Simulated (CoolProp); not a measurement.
Carbon monoxide at 306.95 K and 0.565 MPa is compressed adiabatically to 1.51 MPa with isentropic efficiency 0.75. Each further row changes one setting.

Model: reference Helmholtz-energy equation of state, Lemmon 2006, in CoolProp. It is a short technical equation, of lower accuracy than the large ones.

```tsv
case	work (kJ/kg)	final temperature (K)	final density (kg/m³)
as stated	[?]	439.1	[?]
efficiency 1	[?]	[?]	[?]
efficiency 0.65	[?]	[?]	[?]
```

### Question
What belongs in the gaps?

### Answer

- as stated, work (kJ/kg): 138
- as stated, final density (kg/m³): 11.5
- efficiency 1, work (kJ/kg): 104
- efficiency 1, final temperature (K): 406.6
- efficiency 1, final density (kg/m³): 12.5
- efficiency 0.65, work (kJ/kg): 159
- efficiency 0.65, final temperature (K): 459.0
- efficiency 0.65, final density (kg/m³): 11.0
